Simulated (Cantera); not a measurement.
Charge: 1 mol (CH₃)₂SiCl₂, 0.0047 mol C₃H₈, 63 mol H₂, equilibrated at 0.130 bar.

Method: chemical equilibrium by Gibbs-energy minimisation in Cantera with the NASA 1993 tables (ideal gas, pure condensed phases). Candidate condensed phases: C, C₆H₆, C₇H₈, C₈H₁₈, Si, SiC; 109 gas species. The feed counts by its element totals alone. The numbers say what is thermodynamically allowed, not how fast it happens.

Q: At 1500 °C, list the 7 most abundant gas species with their mole fractions, and the condensed phases.

A: H₂ 0.969, HCl 0.0297, H 0.000777, C₂H₂ (acetylene) 0.000136, CH₄ 0.000103, SiCl₂ 6.21e-5, Cl 1.83e-5. Condensed: C(graphite) + SiC(s).
